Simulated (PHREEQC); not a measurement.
# Acid mine or pickling water

Model water analysis in mg/L, 25 °C, pH 1.98, pe 9.7: Na 95.8; K 13.8; Ca 476; Mg 57.7; Cl 398; S(6) as SO4 2070; Cu(2) 0.859.

Valence states are taken as typed.

Equilibrium calculation in PHREEQC: ion-association model, phreeqc.dat.

```json
{
 "ionic_strength": "0.0594 mol/kgw",
 "specific_conductance": "7120 µS/cm",
 "density": "1.000 g/cm³",
 "total_alkalinity": "-18.8 meq/kg",
 "charge_balance_error": "-3.4 %"
}
```

```tsv
species	molality	activity	log γ
H+	0.0124	0.0105	-0.072
Cl-	0.0113	0.00904	-0.095
SO4-2	0.0111	0.00486	-0.357
Ca+2	0.00840	0.00379	-0.345
HSO4-	0.00610	0.00495	-0.091
Na+	0.00408	0.00333	-0.089
CaSO4	0.00324	0.00328	0.006
Mg+2	0.00156	0.000726	-0.333
MgSO4	0.000816	0.000828	0.006
K+	0.000343	0.000275	-0.096
CaHSO4+	0.000278	0.000226	-0.091
NaSO4-	9.90e-5	8.11e-5	-0.087
KSO4-	1.15e-5	9.38e-6	-0.087
Cu+2	9.25e-6	4.27e-6	-0.336
CuSO4	4.18e-6	4.24e-6	0.006
```

Precipitation was switched off in this run. Species that the database lacks are ignored.
